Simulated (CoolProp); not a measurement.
Vapour-liquid equilibrium of fluoroethane (R161) (1) + R1234yf (2) at 48.55 °C; x and y are mole fractions of (1).

Model: multi-fluid Helmholtz-energy mixture model, Wu 2012 and Lemmon 2022; pair parameters Bell 2016, in CoolProp.

```
x     bubble pressure (kPa)  y at the bubble point  dew pressure at overall composition x (kPa)  liquid density (mol/L)
----  ---------------------  ---------------------  -------------------------------------------  ----------------------
0.05                   1283             (withheld)                                         1278                   8.901
0.15                   1334                  0.183                                         1320                   9.242
0.25                   1383             (withheld)                                   (withheld)                   9.610
0.35             (withheld)                  0.401                                         1407                   10.01
0.45                   1475                  0.502                                         1452                   10.44
0.55                   1518                  0.598                                         1497                   10.91
0.65                   1558                  0.690                                         1541                   11.42
0.75             (withheld)                  0.780                                         1583              (withheld)
0.85                   1629                  0.868                                         1622                   12.59
0.95                   1660                  0.956                                         1658                   13.26
```

Some entries are withheld; supply them.


- 0.05, y at the bubble point: 0.063
- 0.25, y at the bubble point: 0.295
- 0.25, dew pressure at overall composition x (kPa): 1363
- 0.35, bubble pressure (kPa): 1430
- 0.75, bubble pressure (kPa): 1595
- 0.75, liquid density (mol/L): 11.97

No azeotrope shows between x = 0.05 and 0.95.

Pair parameters are fitted to limited data, so mixtures are less certain than the pure fluids.
